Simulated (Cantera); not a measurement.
What does this Cantera script print?

```python
import numpy as np
import cantera as ct

gas_names = """
    Cr CrN CrO CrO2 CrO3 H HNO HNO2 HNO3 HO2 H2 H2O H2O2 N NH NH2 NH3 NH2OH NO NO2 NO3 N2 N2H2 N2H4 N2O
    O OH O2 O3
""".split()
cond_names = """
    Cr(cr) Cr(L) CrN(s) Cr2N(s) Cr2O3(s) Cr2O3(L) H2O(s) H2O(L)
""".split()


# ... load() reads the species with a 1 bar reference pressure and builds the phases ...
atoms = {
    'Cr2O3': {'Cr': 2, 'O': 3},
    'H2': {'H': 2},
    'N2': {'N': 2},
}
top_T = {'CrN(s)': 1900, 'Cr2N(s)': 1900}  # K; cautious upper limits of use, not melting points


# ... equilibrate(T, P, feed) seeds the gas with the atoms and calls Mixture.equilibrate('TP', solver="vcs", rtol=1e-11, max_steps=5000) ...
results = []
feed = {'Cr2O3': 1, 'H2': 140, 'N2': 30}  # mol
P = 101325  # Pa
for T in [1373, 1423, 1473, 1523, 1573, 1623, 1673]:
    mix = equilibrate(T, P, feed)
    results.append((T, P, feed, dict(zip(mix.species_names, mix.species_moles))))

top = {s: max(r[3][s] / sum(r[3][g] for g in gas_names) for r in results) for s in gas_names}
cols = sorted((s for s in top if top[s] > 0.001), key=lambda s: -top[s])[:6]
seen = [c for c in cond_names if any(r[3].get(c, 0) > 1e-12 for r in results)]
print("log10 of partial pressures in bar; condensed amounts in mol")
print(f"{'T/K':>10s}" + "".join(f"{s[:9]:>10s}" for s in cols + seen))
for T, P, feed, n in results:
    ng = sum(n[g] for g in gas_names)
    print(f"{T:10.4g}" + "".join(f"{np.log10(max(n[s] / ng * P / 1e5, 1e-99)):10.3f}" for s in cols)
          + "".join(f"{n.get(c, 0):10.4g}" for c in seen))
```

Output:

```
log10 of partial pressures in bar; condensed amounts in mol
       T/K        H2        N2       H2O    Cr(cr)   Cr2N(s)  Cr2O3(s)
      1373    -0.079    -0.748    -3.168         0   0.03797     0.962
      1423    -0.079    -0.748    -3.054         0   0.04937    0.9506
      1473    -0.079    -0.748    -2.948         0   0.06304    0.9369
      1523    -0.079    -0.748    -2.849         0   0.07918    0.9208
      1573    -0.079    -0.748    -2.756         0   0.09796    0.9019
      1623    -0.080    -0.748    -2.660    0.2438         0    0.8776
      1673    -0.080    -0.748    -2.541    0.3194         0    0.8392
```

These are equilibrium values from Cantera (NASA tables, ideal gas, pure condensed phases), not measurements of a reactor. Mutual solubility and eutectic melting of coexisting phases are not modelled.
